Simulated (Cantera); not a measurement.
Charge: 1 mol B, 0.12 mol O2, 0.57 mol N2, 16 mol H2, held at 1798 K and 23000 Pa.

Equilibrium computed with Cantera from the NASA thermochemical tables; the gas is ideal and each condensed phase is pure. Candidate condensed phases: B, BN, B2O3, B3O3H3, H2O; 39 gas species. The numbers say what is thermodynamically allowed, not how fast it happens.

Base state: H2 0.976, N2 0.0108, HBO 0.0104, HBO2 0.00108, H 0.000725, B2O2 0.000419, B2O3 0.000329, H2O 0.000258 (mole fractions); condensed: BN(s).

Problem. What changes in the equilibrium state with this change: temperature from 1798 K to 1523.15 K?

Solution. 
```json
[
 {"species": "H2", "before": "0.976", "after": "0.987"},
 {"species": "N2", "before": "0.0108", "after": "0.00885"},
 {"species": "HBO2", "before": "0.00108", "after": "0.00192"},
 {"species": "HBO", "before": "0.0104", "after": "0.00124"},
 {"species": "BO", "before": "0.000137", "after": "1.52e-6"},
 {"species": "B2O2", "before": "0.000419", "after": "1.09e-5"},
 {"species": "H", "before": "0.000725", "after": "4.80e-5"},
 {"species": "BN(s), mol", "before": "0.787", "after": "0.854"},
 {"species": "B2O3(l), mol", "before": "0", "after": "0.0448"}
]
```
Mutual solubility and eutectic melting of coexisting phases are not modelled. Gases not in the tables: H3BO3.

Problem. What changes in the equilibrium state with this change: pressure from 23000 Pa to 133 Pa?

Solution. 
| species | before | after |
|---|---|---|
| H2 | 0.976 | 0.965 |
| N2 | 0.0108 | 0.0116 |
| HBO | 0.0104 | 0.0115 |
| H | 0.000725 | 0.00947 |
| BO | 0.000137 | 0.00202 |
| H2O | 0.000258 | 1.72e-6 |
| HBO2 | 0.00108 | 8.06e-6 |
| B2O3 | 0.000329 | 2.77e-6 |
| BN(s), mol | 0.787 | 0.759 |
The tables' values for BH2 are old estimates; treat these amounts as uncertain.
